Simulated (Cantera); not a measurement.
A perfectly stirred reactor is fed with CO : O2 : H2O : N2 = 0.01 : 0.0095 : 0.0031 : 1 (molar parts), at 110000 Pa; it is held at 1473 K, and followed from long to short residence time.

Detailed kinetics in Cantera: GRI-Mech 3.0 (53 species, 325 reactions).

### Question
Predict: x(CO) at τ = 0.310 s; x(O2) at τ = 0.310 s; x(H2O) at τ = 0.310 s; x(O) at τ = 0.310 s; x(N2O) at τ = 0.310 s; x(CO) at τ = 11.0 ms; x(O2) at τ = 11.0 ms; x(H2O) at τ = 11.0 ms; x(O) at τ = 11.0 ms; x(N2O) at τ = 11.0 ms.

### Answer
- x(CO) at τ = 0.310 s = 0.000273
- x(O2) at τ = 0.310 s = 0.00453
- x(H2O) at τ = 0.310 s = 0.00299
- x(O) at τ = 0.310 s = 4.78e-5
- x(N2O) at τ = 0.310 s = 6.27e-7
- x(CO) at τ = 11.0 ms = 0.00199
- x(O2) at τ = 11.0 ms = 0.00529
- x(H2O) at τ = 11.0 ms = 0.00277
- x(O) at τ = 11.0 ms = 0.000351
- x(N2O) at τ = 11.0 ms = 3.81e-7
